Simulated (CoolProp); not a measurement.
Properties of hydrogen chloride along the isobar 121 bar.

Computed with CoolProp (reference Helmholtz-energy equation of state, Thol 2018).

```
T (°C)          phase  cp (kJ/(kg K))  Joule-Thomson coefficient (K/MPa)  fugacity coefficient
------  -------------  --------------  ---------------------------------  --------------------
-30.55         liquid           1.696                                ___               0.09292
-15.05         liquid           1.747                            -0.1278                0.1417
0.55           liquid           1.823                                ___                0.2035
16.05          liquid           1.945                             0.1371                0.2767
31.55          liquid           2.160                             0.4016                   ___
47.05          liquid           2.632                             0.9131                0.4491
62.55   supercritical           4.279                              2.247                0.5391
78.05   supercritical           5.768                              5.314                0.6158
93.55   supercritical           2.842                              6.043                   ___
109.15  supercritical           2.008                              6.028                0.7116
124.65  supercritical           1.636                                ___                0.7458
```

Task: What belongs in the gaps?

Result: 
- -30.55, Joule-Thomson coefficient (K/MPa): -0.2001
- 0.55, Joule-Thomson coefficient (K/MPa): -0.02234
- 31.55, fugacity coefficient: 0.3597
- 93.55, fugacity coefficient: 0.6696
- 124.65, Joule-Thomson coefficient (K/MPa): 5.838

The peak of cp marks the crossing from liquid-like to gas-like fluid above the critical point.
